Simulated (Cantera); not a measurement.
An isothermal, constant-pressure homogeneous reactor starts with 65.4 % NH3, 34.6 % N2, at 1725 K and 1.00 bar.

Computed with Cantera and the gas-phase N/H chemistry of the illustrative SiF4/NH3 mechanism in the Surface Chemkin manual (1991). Walls and surfaces, which speed up NH3 decomposition in real reactors, are not modelled.

Q: Predict: x(NH3) at 4.00 s; x(N2H2) at 4.00 s; x(H2) at 4.00 s; x(NH2) at 4.00 s; x(N) at 4.00 s.

A: 
| Quantity | Result |
|---|---|
| x(NH3) at 4.00 s | 0.0694 (gas-phase equilibrium 9.91e-6) |
| x(N2H2) at 4.00 s | 2.76e-8 (gas-phase equilibrium <1e-12) |
| x(H2) at 4.00 s | 0.530 (gas-phase equilibrium 0.593) |
| x(NH2) at 4.00 s | 3.54e-5 (gas-phase equilibrium 6.19e-9) |
| x(N) at 4.00 s | 2.16e-8 (gas-phase equilibrium 5.78e-12) |
